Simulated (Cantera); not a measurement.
Feed: 1 mol CH₂F₂, 0.025 mol HCl, equilibrated at 1.10 Pa.

Cantera equilibrium calculation (NASA polynomials, part measured and part estimated; ideal gas, pure solids and liquids). Candidate condensed phases: C, C₆H₆, C₇H₈, C₈H₁₈; 118 gas species. The numbers say what is thermodynamically allowed, not how fast it happens. All values below are at 1625 K.

Base state: HF 0.985, HCl 0.00858, Cl 0.00374, H₂ 0.00148, H 0.000818, F 3.44e-5 (mole fractions); condensed: C(graphite).

Question: What changes in the equilibrium state with this change: HCl from 0.025 to 1.3 mol?

Answer: 
```json
[
 {"species": "HF", "before": "0.985", "after": "0.593"},
 {"species": "HCl", "before": "0.00858", "after": "0.344"},
 {"species": "Cl", "before": "0.00374", "after": "0.0415"},
 {"species": "H₂", "before": "0.00148", "after": "0.0193"},
 {"species": "F", "before": "3.44e-5", "after": "5.73e-6"},
 {"species": "H", "before": "0.000818", "after": "0.00295"},
 {"species": "C(graphite), mol", "before": "1.00", "after": "1.000"}
]
```
